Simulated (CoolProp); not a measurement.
A Linde-Hampson liquefier for ethane: isothermal reversible compression at 320 K from 1 atm to 5 MPa, throttling to 1 atm, return gas leaving the recuperator 10 K below the feed. Each further row changes one setting.

Values from CoolProp's reference Helmholtz-energy equation of state, Bücker 2006.

```
case                        liquid yield per pass  compression work (kJ/kg of gas)
--------------------------  ---------------------  -------------------------------
as stated                              (withheld)                              315
high pressure 10 MPa                   (withheld)                       (withheld)
warm-end temperature 350 K                  0.089                       (withheld)
warm-end gap 15 K                           0.142                              315
```

Q: Some entries are withheld; supply them.

A: 
- as stated, liquid yield per pass: 0.154
- high pressure 10 MPa, liquid yield per pass: 0.418
- high pressure 10 MPa, compression work (kJ/kg of gas): 338
- warm-end temperature 350 K, compression work (kJ/kg of gas): 354
